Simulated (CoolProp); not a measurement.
Values from CoolProp's reference Helmholtz-energy equation of state, Schroeder 2014.

For ethanol, give the phase and the Z, speed of sound (m/s), Joule-Thomson coefficient (K/MPa), expansivity (1/kK) at 463.6 K and 3.28 MPa.


- 463.6 K and 3.28 MPa: liquid; Z 0.0675, speed of sound 519, Joule-Thomson coefficient 0.326, expansivity 3.94
